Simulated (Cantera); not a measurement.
A freely propagating, adiabatic, planar premixed flame of CH₄ : O₂ : N₂ = 1 : 1.33 : 4.93 (molar parts), unburnt at 650 K and 0.300 bar; mixture-averaged transport, grid criteria slope 0.08 and curve 0.16, no radiation.

Computed with Cantera and GRI-Mech 3.0 (53 species, 325 reactions). Burning velocities carry a grid error of a few per cent, more on coarse grids.

Task: How do the results move with these cheaper or finer settings: unity-Lewis-number transport; multicomponent transport; multicomponent+Soret transport; grid criteria slope 0.5, curve 1; grid criteria slope 0.25, curve 0.5; grid criteria slope 0.03, curve 0.06?

Result: 
| setting | laminar burning velocity | thermal thickness | peak x(H) | peak x(CH₂O) | grid points |
|---|---|---|---|---|---|
| as above | 98.5 cm/s | 1.43 mm | 0.00779 | 0.00114 | 137 |
| unity-Lewis-number transport | 64.0 cm/s | 1.83 mm | 0.0102 | 0.000767 | 138 |
| multicomponent transport | 97.9 cm/s | 1.45 mm | 0.00774 | 0.00114 | 138 |
| multicomponent+Soret transport | 98.4 cm/s | 1.42 mm | 0.00813 | 0.00117 | 139 |
| grid criteria slope 0.5, curve 1 | 112 cm/s | 1.58 mm | 0.00853 | 0.00115 | 34 |
| grid criteria slope 0.25, curve 0.5 | 102 cm/s | 1.48 mm | 0.00805 | 0.00114 | 53 |
| grid criteria slope 0.03, curve 0.06 | 96.0 cm/s | 1.42 mm | 0.00766 | 0.00114 | 326 |
The base run took very roughly 5 core-seconds.
Unity Lewis numbers drop preferential diffusion, which matters most where H2 and H carry the flame; Soret adds thermal diffusion.
